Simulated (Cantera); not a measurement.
A perfectly stirred reactor is fed with 18.0 % CH₄, 81.0 % H₂O, 1.03 % H₂, at 1.01 bar; it is held at 2175 K, and followed from long to short residence time.

Model: GRI-Mech 3.0 (53 species, 325 reactions), integrated in Cantera.

Task: Predict: x(CH₄) at τ = 9.10 s; x(H₂O) at τ = 9.10 s; x(H₂) at τ = 9.10 s; x(CH₃) at τ = 9.10 s; x(CO) at τ = 9.10 s; x(CH₄) at τ = 0.190 s; x(H₂O) at τ = 0.190 s; x(H₂) at τ = 0.190 s; x(CH₃) at τ = 0.190 s; x(CO) at τ = 0.190 s.

Result: 
- x(CH₄) at τ = 9.10 s: 5.60e-6
- x(H₂O) at τ = 9.10 s: 0.440
- x(H₂) at τ = 9.10 s: 0.424
- x(CH₃) at τ = 9.10 s: 7.93e-7
- x(CO) at τ = 9.10 s: 0.110
- x(CH₄) at τ = 0.190 s: 0.000296
- x(H₂O) at τ = 0.190 s: 0.441
- x(H₂) at τ = 0.190 s: 0.424
- x(CH₃) at τ = 0.190 s: 3.98e-5
- x(CO) at τ = 0.190 s: 0.110
